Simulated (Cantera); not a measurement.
A closed system holds: 1 mol Al, 0.031 mol O2, 1.6 mol N2, 0.015 mol CO2, at 0.450 Torr.

Cantera equilibrium calculation (NASA polynomials, part measured and part estimated; ideal gas, pure solids and liquids). Candidate condensed phases: Al, AlN, Al2O3, C; 32 gas species. Mutual solubility and eutectic melting of coexisting phases are not modelled. The numbers say what is thermodynamically allowed, not how fast it happens. All values below are at 1127 °C.

Base state: N2 0.987, CO 0.0132 (mole fractions); condensed: AlN(s) + Al2O3(s).

**Question.** What changes in the equilibrium state with this change: Al replaced by Si?

**Answer.** 
```csv
species,before,after
N2,0.987,1.000
CO,0.0132,0.000204
SiO,0,2.25e-5
"AlN(s), mol",0.949,0
"Al2O3(s), mol",0.0257,0
"SiC(s), mol",0,0.0148
"Si2N2O(s), mol",0,0.0918
"Si3N4(s), mol",0,0.267
```
N2 is the only nitrogen source here; it is nearly inert below about 1500 K, so the nitride shown seldom forms there in practice. Further candidate phases: Si, SiC, SiO2, Si2N2O, Si3N4.
